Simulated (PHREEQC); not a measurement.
Make-up at 25 °C: 22 mmol/kgw KHSO4, 0.0078 mmol/kgw NH4BF4 and 0.019 mmol/kgw LiF. Closed to the air; pH follows from the charge balance.

Equilibrium calculation in PHREEQC: ion-association model, phreeqc.dat.

| Quantity | Result |
|---|---|
| pH | 1.93 |
| ionic strength | 0.0477 mol/kgw |
| specific conductance | 7490 µS/cm |
| total alkalinity | -22.0 meq/kg |

```tsv
species	molality	activity	log γ
K+	0.0211	0.0172	-0.088
H+	0.0137	0.0117	-0.068
SO4-2	0.0128	0.00600	-0.330
HSO4-	0.00830	0.00683	-0.084
KSO4-	0.000875	0.000727	-0.080
HF	4.69e-5	4.74e-5	0.005
Li+	1.85e-5	1.55e-5	-0.078
H3BO3	7.80e-6	7.89e-6	0.005
NH4+	7.25e-6	5.84e-6	-0.094
F-	3.31e-6	2.70e-6	-0.089
NH4SO4-	5.48e-7	4.51e-7	-0.084
LiSO4-	4.90e-7	4.06e-7	-0.082
```

No solid was allowed to form. Real BF4- forms and hydrolyses slowly; the run takes it at equilibrium.
